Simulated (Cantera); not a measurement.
Charge: 1 mol SiHCl3, a varied amount of H2, held at 1027 °C and 1.80 bar.

Equilibrium computed with Cantera from the NASA thermochemical tables; the gas is ideal and each condensed phase is pure. Candidate condensed phases: Si; 19 gas species. Equilibrium is a limit: real reactors are often held back by kinetics, nucleation or transport.

Q: At 540 mol H2, list the 5 most abundant gas species with their mole fractions, and the condensed phases.

A: H2 0.995, HCl 0.00523, SiCl2 7.32e-5, SiH2Cl2 2.81e-5, SiHCl3 2.29e-5. Condensed: Si(s).
